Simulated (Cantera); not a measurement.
Feed: 1 mol C6H6, 3.3 mol H2O, 0.93 mol N2, 91 mol H2, at 13300 Pa.

Cantera equilibrium calculation (NASA polynomials, part measured and part estimated; ideal gas, pure solids and liquids). Candidate condensed phases: C, C6H6, C7H8, C8H18, H2O; 169 gas species. Ions and electrons are included (thermal ionisation). Rates play no part.

Problem. At 4727 °C, list the 6 most abundant gas species with their mole fractions, and the condensed phases.

Solution. H 0.960, CO 0.0155, C 0.0140, N 0.00438, H2 0.00297, N2 0.00233. Condensed: gas only.
